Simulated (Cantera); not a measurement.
## Thermodynamics of iron carbonyl, mercury and lead vapours, feed Pb + O₂ + N₂ + H₂

A closed system holds: 1 mol Pb, 0.55 mol O₂, 3.9 mol N₂, 1.3 mol H₂, at 3.90 mbar.

Cantera equilibrium calculation (NASA polynomials, part measured and part estimated; ideal gas, pure solids and liquids). Candidate condensed phases: H₂O, Pb, PbO, PbO₂, Pb₃O₄; 27 gas species. Equilibrium is a limit: real reactors are often held back by kinetics, nucleation or transport.

From 648 K to 1198 K the condensed part is Pb(l). At 1248 K nothing is condensed. The main Pb-bearing gas is Pb throughout.

```tsv
T (K)	x N₂	x H₂O	x Pb	x H₂	x PbO	n Pb(l)
648	0.750	0.212	2.16e-8	0.0385	<1e-12	1.00
698	0.750	0.212	2.60e-7	0.0385	<1e-12	1.000
748	0.750	0.212	2.24e-6	0.0385	<1e-12	1.000
798	0.750	0.212	1.47e-5	0.0385	5.55e-12	1.000
848	0.750	0.212	7.67e-5	0.0385	8.50e-11	1.000
898	0.750	0.211	0.000332	0.0384	9.59e-10	0.998
948	0.749	0.211	0.00123	0.0384	8.37e-9	0.994
998	0.747	0.211	0.00397	0.0383	5.88e-8	0.979
1048	0.741	0.209	0.0115	0.0380	3.42e-7	0.940
1098	0.728	0.205	0.0300	0.0373	1.70e-6	0.839
1148	0.696	0.196	0.0719	0.0357	7.30e-6	0.597
1198	0.630	0.178	0.160	0.0323	2.78e-5	0.00968
1248	0.629	0.177	0.161	0.0323	4.59e-5	0
```
x: gas mole fraction; n: condensed amount in mol.
